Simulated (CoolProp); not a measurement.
Vapour-liquid equilibrium of n-pentane (1) + toluene (2) at 393.9 K; x and y are mole fractions of (1).

Model: multi-fluid Helmholtz-energy mixture model, Thol 2019 and Lemmon 2006; pair parameters Bell 2016, in CoolProp.

```
x     bubble pressure (MPa)  y at the bubble point  dew pressure at overall composition x (MPa)  liquid density (mol/L)
----  ---------------------  ---------------------  -------------------------------------------  ----------------------
0.05                 0.1854                  0.299                                            ?                   8.294
0.15                 0.2795                  0.566                                            ?                   8.193
0.25                      ?                  0.692                                       0.1745                   8.087
0.35                      ?                  0.768                                       0.1983                       ?
0.45                 0.5150                  0.821                                       0.2293                   7.857
0.55                 0.5854                  0.862                                       0.2714                   7.732
0.65                 0.6552                  0.897                                       0.3312                   7.598
0.75                 0.7261                  0.927                                       0.4211                   7.455
0.85                 0.8001                      ?                                       0.5632                   7.302
0.95                 0.8792                  0.985                                       0.7828                   7.137
```

Fill in the missing entries.


- 0.05, dew pressure at overall composition x (MPa): 0.1406
- 0.15, dew pressure at overall composition x (MPa): 0.1558
- 0.25, bubble pressure (MPa): 0.3642
- 0.35, bubble pressure (MPa): 0.4419
- 0.35, liquid density (mol/L): 7.975
- 0.85, y at the bubble point: 0.957

No azeotrope shows between x = 0.05 and 0.95.

The pair parameters rest on a limited set of measurements; away from them the model extrapolates.
